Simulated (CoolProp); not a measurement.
Vapour-liquid equilibrium of ethylbenzene (1) + o-xylene (2) at 180.05 °C; x and y are mole fractions of (1).

Values from CoolProp's multi-fluid Helmholtz-energy mixture model, Zhou 2012 and Zhou 2012; pair parameters Bell 2016.

**Question.** Give the bubble pressure and the first vapour's composition at x = 0.125, 0.275, 0.5. Is there an azeotrope?

**Answer.** x = 0.125: 2.454 bar, y = 0.146; x = 0.275: 2.534 bar, y = 0.313; x = 0.5: 2.655 bar, y = 0.545. No azeotrope shows between x = 0.05 and 0.95.

The pair parameters rest on a limited set of measurements; away from them the model extrapolates.
